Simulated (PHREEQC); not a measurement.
# Polishing slurry liquid: an equilibrium model

Make-up at 20 °C: 15 mmol/kgw K2CO3 and 10 mmol/kgw K2SO4. Closed to the air; pH follows from the charge balance.

Equilibrium calculation in PHREEQC: ion-association model, wateq4f.dat.

Each row changes one thing in this solution. No solid was allowed to form.

```tsv
case	pH	ionic strength (mol/kgw)	CO3-2 (mol/kgw)	HCO3- (mol/kgw)	CO2 (mol/kgw)
as made	11.15	0.0715	0.0138	0.00122	1.65e-8
K2CO3 replaced by NaHCO3 at the same molality	(withheld)	0.0434	0.000165	0.0146	0.000184
temperature from 20 to 5 °C	11.53	0.0724	0.0142	0.000799	6.14e-9
K2SO4 left out	(withheld)	0.0437	0.0137	0.00126	1.65e-8
0.0024 mol/kgw KHSO4 added	10.72	0.0741	0.0121	0.00286	1.03e-7
K2SO4 from 0.01 to 0.009 mol/kgw	11.15	0.0688	0.0138	0.00122	1.65e-8
```

Task: Complete the blanks.

Result: 
- K2CO3 replaced by NaHCO3 at the same molality, pH: 8.20
- K2SO4 left out, pH: 11.18

Complexes and solids missing from the database can't appear. Constants without temperature data keep their 25 °C values here.
